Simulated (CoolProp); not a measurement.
Properties of ammonia along the isobar 15.1 MPa (Tc = 405.6 K, pc = 11.36 MPa, ω = 0.256).

Computed with CoolProp (reference Helmholtz-energy equation of state, Gao 2020).

```tsv
T (K)	phase	density (kg/m³)	cp (kJ/(kg K))	cv (kJ/(kg K))	Joule-Thomson coefficient (K/MPa)	viscosity (µPa s)	fugacity coefficient
216.6	liquid	715.5	4.343	[?]	-0.2122	392	0.002182
235.6	liquid	693.9	4.399	2.938	-0.1986	290	0.006373
254.6	liquid	671.4	4.454	2.887	-0.1811	226	0.01540
273.6	liquid	647.8	4.516	2.837	-0.1582	182	0.03208
292.5	liquid	623.1	4.598	2.795	-0.1279	151	0.05922
311.5	liquid	596.5	4.714	2.764	[?]	126	0.09968
330.5	liquid	567.6	4.881	2.741	-0.02611	106	0.1551
349.5	liquid	535.5	5.132	2.728	0.06361	89.8	0.2260
368.4	liquid	498.7	5.546	2.727	0.2087	[?]	0.3110
387.4	liquid	452.6	6.376	2.750	0.4828	62.3	0.4082
406.4	supercritical	384.8	8.981	2.849	1.183	48.5	0.5120
425.3	supercritical	211.7	22.29	3.192	4.311	26.6	0.6077
444.3	supercritical	128.5	8.036	2.759	5.327	20.4	0.6716
```

What belongs in the gaps?


- 216.6, cv (kJ/(kg K)): 2.973
- 311.5, Joule-Thomson coefficient (K/MPa): -0.08593
- 368.4, viscosity (µPa s): 75.5

The peak of cp marks the crossing from liquid-like to gas-like fluid above the critical point.

Viscosity comes from a separate model (Fenghour 1995).
